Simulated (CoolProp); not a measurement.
Cyclopentane along the isotherm 545.4 K: density (kg/m³) from the reference equation and from simpler models built on Tc = 511.7 K, pc = 4.583 MPa, ω = 0.202; each cubic takes its own stable root.

Computed with CoolProp (reference Helmholtz-energy equation of state, Gedanitz 2015).

```csv
p (MPa),phase,reference
0.143,gas,2.232
0.286,gas,4.505
0.43,gas,6.837
0.573,gas,9.198
0.716,gas,11.61
0.859,gas,14.06
1,gas,16.54
1.15,gas,19.22
1.29,gas,21.79
1.43,gas,24.41
1.58,gas,27.29
1.72,gas,30.04
1.86,gas,32.86
2,gas,35.74
2.15,gas,38.92
2.29,gas,41.97
```

Task: How far does each simpler model (van der Waals, Soave-Redlich-Kwong, Peng-Robinson) lie from the reference over these 16 states: mean and median of the absolute difference, and the worst?

Result: 
- van der Waals: mean 0.8 %, median 0.8 %, worst -1.5 % at 545.4 K and 2.29 MPa
- Soave-Redlich-Kwong: mean 0.3 %, median 0.3 %, worst -0.7 % at 545.4 K and 2.29 MPa
- Peng-Robinson: mean 0.7 %, median 0.7 %, worst +1.3 % at 545.4 K and 2.29 MPa
